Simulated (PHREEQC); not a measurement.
Dissolve 57 mmol/kgw KOH, 1.1 mmol/kgw H4SiO4 and 0.25 mmol/kgw K2CO3 at 25 °C. Closed to the air; pH follows from the charge balance.

All values are PHREEQC results (ion-association model, wateq4f.dat), not measurements.

This is a speciation only: nothing precipitates in the calculation.

Question: What pH does the model give?

Answer: pH 12.65.

Question: In which forms is Si present?

Answer: H3SiO4- 65 %, H2SiO4-2 35 % of the Si.

Complexes and solids missing from the database can't appear.
